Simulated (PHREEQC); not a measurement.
## Polishing slurry liquid (model solution)

Consider water at 20 °C with 8.6 mmol/kgw H2SO4 and 2 mmol/kgw KH2PO4. It is in equilibrium with CO2 at log p = -3.4 (atm). Otherwise closed; pH follows from the charge balance.

All values are PHREEQC results (ion-association model, phreeqc.dat), not measurements.

| Quantity | Result |
|---|---|
| pH | 1.95 |
| ionic strength | 0.0198 mol/kgw |
| specific conductance | 4460 µS/cm |
| total alkalinity | -17.2 meq/kg |

| species | molality | activity | log γ |
|---|---|---|---|
| H+ | 0.0126 | 0.0113 | -0.050 |
| SO4-2 | 0.00515 | 0.00302 | -0.232 |
| HSO4- | 0.00341 | 0.00297 | -0.059 |
| K+ | 0.00196 | 0.00170 | -0.061 |
| H3PO4 | 0.00115 | 0.00116 | 0.002 |
| H2PO4- | 0.000847 | 0.000743 | -0.057 |
| KSO4- | 3.78e-5 | 3.31e-5 | -0.057 |
| CO2 | 1.55e-5 | 1.56e-5 | 0.002 |
| HPO4-2 | 6.78e-9 | 3.98e-9 | -0.231 |

This is a speciation only: nothing precipitates in the calculation. Complexes and solids missing from the database can't appear.
